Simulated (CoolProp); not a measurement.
Properties of n-perfluoropentane along the isobar 1.01 bar (Tc = 421.0 K, pc = 20.63 bar, ω = 0.436).

Computed with CoolProp (reference Helmholtz-energy equation of state, Gao 2022).

```tsv
T (K)	phase	density (kg/m³)	cp (kJ/(kg K))	isothermal compressibility (1/MPa)	fugacity coefficient
239.4	liquid	1784	?	?	?
272	liquid	1688	0.9962	0.002510	0.2769
304.6	gas	12.15	0.8283	10.51	0.9485
337.1	gas	10.79	?	?	?
369.7	gas	9.726	?	10.18	0.9737
402.3	gas	8.873	0.9545	10.10	0.9805
434.9	gas	8.167	0.9893	10.05	0.9853
467.4	gas	7.572	1.021	10.02	0.9887
500	gas	7.060	?	9.989	0.9913
```

Q: Some entries are withheld; supply them.

A: 
- 239.4, cp (kJ/(kg K)): 0.9336
- 239.4, isothermal compressibility (1/MPa): 0.001773
- 239.4, fugacity coefficient: 0.04591
- 337.1, cp (kJ/(kg K)): 0.8740
- 337.1, isothermal compressibility (1/MPa): 10.30
- 337.1, fugacity coefficient: 0.9638
- 369.7, cp (kJ/(kg K)): 0.9161
- 500, cp (kJ/(kg K)): 1.049
